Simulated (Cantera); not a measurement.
What does this Cantera script print?

```python
import numpy as np
import cantera as ct

gas_names = """
    H HNO HNO2 HNO3 HO2 H2 H2O H2O2 Hg N NH NH2 NH3 NH2OH NO NO2 NO3 N2 N2H2 N2H4 N2O O OH O2 O3
""".split()
cond_names = """
    H2O(s) H2O(L) Hg(cr) Hg(L) HgO(s)
""".split()


# ... load() reads the species with a 1 bar reference pressure and builds the phases ...
atoms = {
    'HgO': {'Hg': 1, 'O': 1},
    'H2': {'H': 2},
    'N2': {'N': 2},
}
top_T = {}  # K; cautious upper limits of use, not melting points


# ... equilibrate(T, P, feed) seeds the gas with the atoms and calls Mixture.equilibrate('TP', solver="vcs", rtol=1e-11, max_steps=5000) ...
results = []
feed = {'HgO': 1, 'H2': 2.4, 'N2': 0.22}  # mol
T = 673  # K
P = 1333.22  # Pa
mix = equilibrate(T, P, feed)
results.append((T, P, feed, dict(zip(mix.species_names, mix.species_moles))))
x = sorted(zip(gas.X, gas.species_names), reverse=True)
print(f"T = {T:g} K  P = {P:g} Pa  gas = {mix.phase_moles(0):.4g} mol")
print("   x: " + "  ".join(f"{s} {v:.3e}" for v, s in x if v > 1e-05))
print("   condensed (mol): " + ("  ".join(f"{mix.phase(i).name} {mix.phase_moles(i):.4g}"
      for i in range(1, mix.n_phases) if mix.phase_moles(i) > 1e-12) or "none"))
```

Output:

```
T = 673 K  P = 1333.22 Pa  gas = 3.62 mol
   x: H2 3.867e-01  H2O 2.762e-01  Hg 2.762e-01  N2 6.077e-02  NH3 1.064e-05
   condensed (mol): none
```

These are equilibrium values from Cantera (NASA tables, ideal gas, pure condensed phases), not measurements of a reactor.
